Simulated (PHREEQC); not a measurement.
PHREEQC input (ion-association model, phreeqc.dat):

```
SOLUTION 0
  temp 40
  units mmol/kgw
  pH 7 charge
  Cl 78.21
  Ca 2.1
  Mg 37
  O(0) 1 O2(g) -0.68
SOLUTION 1-30
  temp 40
  units mmol/kgw
  pH 7 charge
  Cl 103.21
  Na 93
  Sr 5.1
  O(0) 1 O2(g) -0.68
END
EXCHANGE 1-30
  X 0.15
  -equilibrate 1
END
SELECTED_OUTPUT 1
  -reset false
  -pH true
  -pe true
  -ionic_strength true
  -water true
  -step true
  -totals Ca Cl Mg Na Sr
  -molalities NaX MgX2 CaX2 SrX2
  -saturation_indices Halite
PRINT
  -reset false
TRANSPORT
  -cells 30
  -shifts 180
  -lengths 0.00666667
  -time_step 3600
  -dispersivities 0.01
  -boundary_conditions flux flux
  -correct_disp true
  -punch_cells 30
  -punch_frequency 6
END
```

Selected output (columns that matter, 15 of 31 rows; pore volumes added in front):

```
pore volumes	pH	mu	Ca	Cl	Mg	Na	Sr	m_NaX	m_MgX2	m_CaX2	m_SrX2	si_Halite
0	5.0869	0.10831	0	0.10321	0	0.093	0.0051	0.052406	0	0	0.048797	-3.8316
0.4167	5.0869	0.10823	3.8743e-24	0.10314	1.7269e-18	0.092939	0.0050933	0.052406	8.4062e-18	2.9775e-23	0.048797	-3.8321
0.8167	5.0851	0.099803	2.086e-15	0.095385	9.7542e-11	0.086539	0.0044181	0.052396	5.4745e-10	1.8484e-14	0.048802	-3.891
1.2167	5.0822	0.087481	9.3796e-10	0.083649	2.7396e-06	0.075974	0.0038297	0.05	1.8167e-05	9.8197e-09	0.049982	-3.9949
1.8167	5.0863	0.10681	7.6078e-05	0.078683	0.0077025	0.022414	0.020351	0.0070004	0.011503	0.00017938	0.059817	-4.5664
2.2167	5.0875	0.11433	0.00029223	0.078286	0.016014	0.0061924	0.019736	0.0018315	0.021447	0.00061789	0.052019	-5.1323
2.6167	5.0878	0.11651	0.00054138	0.078221	0.02155	0.0016378	0.016195	0.0004912	0.029679	0.0011771	0.043899	-5.7117
3.0167	5.0877	0.1171	0.00077827	0.078212	0.025293	0.000426	0.012816	0.00013101	0.036628	0.0017793	0.036528	-6.297
3.4167	5.0877	0.11725	0.0009931	0.07821	0.028002	0.00010985	0.01005	3.4606e-05	0.042547	0.0023823	0.030053	-6.8857
3.8167	5.0876	0.1173	0.001184	0.07821	0.030053	2.8173e-05	0.0078489	9.0597e-06	0.04758	0.0029594	0.024457	-7.4767
4.2167	5.0876	0.11731	0.0013509	0.07821	0.03164	7.1982e-06	0.0061057	2.3544e-06	0.051823	0.0034932	0.019682	-8.0693
4.8167	5.0875	0.11731	0.0015579	0.07821	0.033392	9.2482e-07	0.0041497	3.0852e-07	0.056894	0.0041907	0.013916	-8.9605
5.2167	5.0875	0.11731	0.0016692	0.07821	0.034247	2.3486e-07	0.0031839	7.9133e-08	0.059527	0.0045807	0.010892	-9.5557
5.6167	5.0875	0.11731	0.0017614	0.07821	0.034912	5.9539e-08	0.0024268	2.0221e-08	0.061654	0.0049111	0.008435	-10.152
6.0167	5.0874	0.11731	0.0018367	0.07821	0.035426	1.5072e-08	0.0018372	5.151e-09	0.063349	0.0051854	0.0064658	-10.748
```

Complexes and solids missing from the database can't appear. At this temperature some constants are extrapolated from 25 °C, and those without enthalpy data are left unchanged.
